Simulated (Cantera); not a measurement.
Feed: 1 mol BCl3, 2 mol H2O, 42 mol N2, held at 0.0133 bar.

Cantera equilibrium calculation (NASA polynomials, part measured and part estimated; ideal gas, pure solids and liquids). Candidate condensed phases: B, BN, B2O3, B3O3H3, H2O, NH4Cl; 49 gas species. Gases not in the tables: H3BO3. Kinetics and transport are ignored.

**Question.** Which condensed phases are stable at each of these points (T (K)): 948, 1148, 1348, 1548, 1748, 1948, 2148, 2348?

**Answer.** 
```json
[
 {"T (K)": "948", "condensed phases": "B2O3(l)", "B condensed (%)": "99.9"},
 {"T (K)": "1148", "condensed phases": "B2O3(l)", "B condensed (%)": "98.4"},
 {"T (K)": "1348", "condensed phases": "B2O3(l)", "B condensed (%)": "79.6"},
 {"T (K)": "1548", "condensed phases": "gas only", "B condensed (%)": "0.0"},
 {"T (K)": "1748", "condensed phases": "gas only", "B condensed (%)": "0.0"},
 {"T (K)": "1948", "condensed phases": "gas only", "B condensed (%)": "0.0"},
 {"T (K)": "2148", "condensed phases": "gas only", "B condensed (%)": "0.0"},
 {"T (K)": "2348", "condensed phases": "gas only", "B condensed (%)": "0.0"}
]
```

From 948 K to 1348 K the condensed part is B2O3(l). From 1548 K to 2348 K nothing is condensed.
